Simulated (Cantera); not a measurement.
A perfectly stirred reactor is fed with CH₄ : H₂O = 1 : 0.96 (molar parts), at 9.38 atm; it is held at 1275 K, and followed from long to short residence time.

Computed with Cantera and GRI-Mech 3.0 (53 species, 325 reactions).

```csv
quantity,before,after
x(CH₄) at τ = 8.90 s,0.433,0.713
x(H₂O) at τ = 8.90 s,0.470,0.144
x(CH₂O) at τ = 8.90 s,3.49e-7,7.91e-8
x(H₂) at τ = 8.90 s,0.0676,0.0973
x(C₂H) at τ = 8.90 s,1.49e-12,1.57e-12
x(CH₄) at τ = 0.220 s,0.507,0.843
x(H₂O) at τ = 0.220 s,0.489,0.152
x(CH₂O) at τ = 0.220 s,2.07e-7,4.90e-8
x(H₂) at τ = 0.220 s,0.00202,0.00301
x(C₂H) at τ = 0.220 s,<1e-12,<1e-12
```

Name the change that produced these shifts.
(A) pressure from 9.38 atm to 0.987 atm
(B) H2O 0.96 to 0.18 parts
(C) pressure from 9.38 atm to 1.00 atm
(D) H2O 0.96 to 4.7 parts

B, H2O 0.96 to 0.18 parts
